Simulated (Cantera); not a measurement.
A Cantera script and its output.

```python
import numpy as np
import cantera as ct

surf = ct.Interface("diamond.yaml", "diamond_100")
gas, bulk = surf.adjacent["gas"], surf.adjacent["diamond"]
k = surf.kinetics_species_index(bulk.species_names[0])
cover = ["c6HH", "c6H*", "c6*H", "c6**", "c6HM", "c6B"]

rows, drift = [], 0.0
print(f"{'xH':>10s}{'um/h':>11s}" + "".join(f"{s:>11s}" for s in cover))
for v in [0.0001, 0.00024, 0.00059, 0.0014, 0.0035, 0.0086, 0.021, 0.051, 0.12]:
    T, P, xH, xCH3 = 1248, 4900, v, 0.0012
    gas.TPX = T, P, {"H": xH, "CH3": xCH3, "CH4": 0.0035, "H2": 1 - xH - xCH3 - 0.0035}
    surf.TP = bulk.TP = T, P
    surf.coverages = "c6H*:0.1, c6HH:0.9"
    surf.advance_coverages(100.0)
    before = surf.coverages
    surf.advance_coverages(100.0)
    drift = max(drift, np.max(np.abs(surf.coverages - before) / (surf.coverages + 1e-9)))
    rate = surf.net_production_rates[k] * bulk.mean_molecular_weight / bulk.density * 3.6e9
    rows.append([rate, *surf[cover].coverages])
    print(f"{v:10.4g}{rate:11.4e}" + "".join(f"{x:11.3e}" for x in rows[-1][1:]))
```

Output:

```
        xH       um/h       c6HH       c6H*       c6*H       c6**       c6HM        c6B
    0.0001 4.5519e-01  6.285e-01  2.771e-02  3.241e-01  3.344e-03  3.368e-03  1.235e-09
   0.00024 1.4052e+00  5.240e-01  3.517e-02  4.114e-01  8.135e-03  4.612e-03  3.813e-09
   0.00059 3.3260e+00  4.592e-01  3.962e-02  4.634e-01  1.600e-02  5.778e-03  9.025e-09
    0.0014 6.2737e+00  4.275e-01  4.165e-02  4.870e-01  2.444e-02  6.627e-03  1.702e-08
    0.0035 1.1230e+01  4.121e-01  4.260e-02  4.979e-01  3.134e-02  6.922e-03  3.047e-08
    0.0086 1.9564e+01  4.061e-01  4.308e-02  5.027e-01  3.524e-02  6.375e-03  5.309e-08
     0.021 3.2444e+01  4.043e-01  4.347e-02  5.057e-01  3.721e-02  5.001e-03  8.804e-08
     0.051 4.7522e+01  4.042e-01  4.398e-02  5.077e-01  3.822e-02  3.229e-03  1.290e-07
      0.12 5.9727e+01  4.046e-01  4.483e-02  5.085e-01  3.886e-02  1.777e-03  1.621e-07
```

Cantera simulation using the Harris–Goodwin 1993 mechanism for the reconstructed diamond (100) surface; the numbers are that mechanism's predictions, not measurements.
